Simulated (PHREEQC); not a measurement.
Consider water at 25 °C with 0.038 mol MgCl2 and 5.1e-06 mol CO2 per kg of water. Closed to the air; pH follows from the charge balance.

The numbers come from PHREEQC with the ion-association model, phreeqc.dat.

```yaml
pH: 5.85
ionic_strength: 0.114 mol/kgw
specific_conductance: 7530 µS/cm
density: 1.000 g/cm³
```

```
species  molality  activity   log γ
-------  --------  --------  ------
Cl-        0.0760    0.0575  -0.121
Mg+2       0.0380    0.0149  -0.405
CO2       3.43e-6   3.52e-6   0.011
H+        1.73e-6   1.42e-6  -0.086
HCO3-     1.41e-6   1.10e-6  -0.108
MgHCO3+   2.54e-7   1.93e-7  -0.119
MgOH+     4.82e-8   3.83e-8  -0.100
OH-       9.49e-9   7.13e-9  -0.124
```

This is a speciation only: nothing precipitates in the calculation.
